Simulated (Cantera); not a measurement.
Feed: 1 mol C2H2, 1.7 mol H2, equilibrated at 1048 K and 5.40 Torr.

Equilibrium computed with Cantera from the NASA thermochemical tables; the gas is ideal and each condensed phase is pure. Candidate condensed phases: C, C6H6, C7H8, C8H18; 76 gas species. Equilibrium is a limit: real reactors are often held back by kinetics, nucleation or transport.

Base state: H2 1.000, CH4 0.000420 (mole fractions); condensed: C(graphite).

### Question
What changes in the equilibrium state with this change: temperature from 1048 K to 2025 K?

### Answer
```
species             before     after
----------------  --------  --------
H2                   1.000     0.977
H                  9.10e-8    0.0224
C2H2 (acetylene)   3.94e-9  0.000884
CH4               0.000420   2.73e-6
C(graphite), mol      2.00      2.00
```
